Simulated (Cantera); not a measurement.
# Stirred combustor or abatement burner

A perfectly stirred reactor is fed with 6.09 % CH4, 0.853 % C2H6, 0.670 % C3H8, 13.2 % O2, 79.2 % N2, at 15.8 atm; it is adiabatic with a 625 K inlet, and is followed from long to short residence time, starting on the burning branch (τ in s: 0.34, 0.14, 0.06, 0.025, 0.011, 0.0045, 0.0019, 0.00079, 0.00033, 0.00014, 5.9e-05).

Detailed kinetics in Cantera: GRI-Mech 3.0 (53 species, 325 reactions). The pressure lies above the range GRI-Mech 3.0 was tuned for (to about 10 atm).

```
τ (s)    T (K)    x CH4    x C2H6   x C3H8     x NO2    x C2H2    x CO   x CH2CO
-------  -----  -------  --------  -------  --------  --------  ------  --------
0.34      1858  0.00126   4.14e-7  2.51e-8  2.79e-11  0.000402  0.0522   1.11e-6
0.14      1862  0.00199   1.15e-6  5.86e-8  5.71e-11  0.000842  0.0499   2.63e-6
0.060     1867  0.00281   2.77e-6  1.31e-7  1.09e-10   0.00141  0.0472   5.64e-6
0.025     1869  0.00373   6.36e-6  3.03e-7  2.04e-10   0.00203  0.0444   1.17e-5
0.011     1868  0.00456   1.32e-5  6.77e-7  3.50e-10   0.00251  0.0423   2.25e-5
0.0045    1860  0.00538   2.85e-5  1.69e-6  5.99e-10   0.00283  0.0412   4.49e-5
0.0019    1840  0.00609   5.96e-5  4.30e-6  9.61e-10   0.00290  0.0418   8.61e-5
0.00079   1798  0.00706  0.000133  1.25e-5   1.45e-9   0.00265  0.0442  0.000172
0.00033   1678   0.0103  0.000416  6.12e-5   1.75e-9   0.00159  0.0481  0.000493
0.00014    625   0.0609   0.00853  0.00670    <1e-12    <1e-12  <1e-12    <1e-12
5.9e-5     625   0.0609   0.00853  0.00670    <1e-12    <1e-12  <1e-12    <1e-12
```
x: mole fraction; the columns are a selection and need not sum to one.
